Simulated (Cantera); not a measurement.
Input: 1 mol Si, 1 mol Cl2, a varied amount of H2, at 825 °C and 1.60 bar.

These are equilibrium values from Cantera (NASA tables, ideal gas, pure condensed phases), not measurements of a reactor. Candidate condensed phases: Si; 19 gas species. The tables' values for SiCl3 are old estimates; treat these amounts as uncertain. Equilibrium is a limit: real reactors are often held back by kinetics, nucleation or transport.

### Question
At 1.7 mol H2, list the 4 most abundant gas species with their mole fractions, and the condensed phases.

### Answer
H2 0.730, SiCl4 0.161, SiHCl3 0.0776, HCl 0.0220. Condensed: Si(s).
